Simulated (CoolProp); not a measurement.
Values from CoolProp's reference Helmholtz-energy equation of state, Schroeder 2014.

For ethanol, give the phase and the Joule-Thomson coefficient (K/MPa), Prandtl number at 345.5 K and 310 bar; 367.3 K and 351 bar.


- 345.5 K and 310 bar: liquid; Joule-Thomson coefficient -0.301, Prandtl number 9.70
- 367.3 K and 351 bar: liquid; Joule-Thomson coefficient -0.268, Prandtl number 7.98

Viscosity comes from a separate model (Kiselev 2005). Thermal conductivity comes from a separate model (Assael 2013).
